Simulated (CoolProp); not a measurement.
The fluid at 523.92 K and 0.231 MPa is throttled through a valve to 0.104 MPa with no heat exchange. The same conditions are run with several fluids, on thermodynamics alone (safety and materials aside).

The numbers come from the reference Helmholtz-energy equation of state of each fluid (n-octane: Beckmüller 2019; nitrogen: Span 2000; n-hexane: Thol 2019; sulfur hexafluoride: Guder 2009; toluene: Lemmon 2006) in CoolProp.

```tsv
fluid	temperature change (K)	final density (kg/m³)
n-octane	-1.4	2.79
nitrogen	-0.0	0.669
n-hexane	-0.9	2.08
sulfur hexafluoride	-0.3	3.49
toluene	-1.4	2.24
```
